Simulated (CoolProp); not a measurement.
Vapour-liquid equilibrium of n-hexane (1) + ethylbenzene (2) at 0.105 MPa; x and y are mole fractions of (1).

Values from CoolProp's multi-fluid Helmholtz-energy mixture model, Thol 2019 and Zhou 2012; pair parameters Bell 2016.

```json
[
 {"x": "0.05", "bubble temperature, mixture model (K)": "400.6", "bubble temperature, Raoult's law (K)": "402.7", "y, mixture model": "0.269", "y, Raoult's law": "0.235"},
 {"x": "0.15", "bubble temperature, mixture model (K)": "385.8", "bubble temperature, Raoult's law (K)": "389.8", "y, mixture model": "0.567", "y, Raoult's law": "0.529"},
 {"x": "0.25", "bubble temperature, mixture model (K)": "375.7", "bubble temperature, Raoult's law (K)": "379.9", "y, mixture model": "0.717", "y, Raoult's law": "0.695"},
 {"x": "0.35", "bubble temperature, mixture model (K)": "368.3", "bubble temperature, Raoult's law (K)": "372.0", "y, mixture model": "0.803", "y, Raoult's law": "0.796"},
 {"x": "0.45", "bubble temperature, mixture model (K)": "362.5", "bubble temperature, Raoult's law (K)": "365.4", "y, mixture model": "0.859", "y, Raoult's law": "0.862"},
 {"x": "0.55", "bubble temperature, mixture model (K)": "357.9", "bubble temperature, Raoult's law (K)": "360.0", "y, mixture model": "0.898", "y, Raoult's law": "0.907"},
 {"x": "0.65", "bubble temperature, mixture model (K)": "354.0", "bubble temperature, Raoult's law (K)": "355.3", "y, mixture model": "0.928", "y, Raoult's law": "0.939"},
 {"x": "0.75", "bubble temperature, mixture model (K)": "350.5", "bubble temperature, Raoult's law (K)": "351.2", "y, mixture model": "0.952", "y, Raoult's law": "0.963"},
 {"x": "0.85", "bubble temperature, mixture model (K)": "347.4", "bubble temperature, Raoult's law (K)": "347.7", "y, mixture model": "0.973", "y, Raoult's law": "0.981"},
 {"x": "0.95", "bubble temperature, mixture model (K)": "344.4", "bubble temperature, Raoult's law (K)": "344.5", "y, mixture model": "0.991", "y, Raoult's law": "0.994"}
]
```

The largest gap from Raoult's law is -4.2 K in bubble temperature, at x = 0.25. No azeotrope shows between x = 0.05 and 0.95.

The pair parameters rest on a limited set of measurements; away from them the model extrapolates.
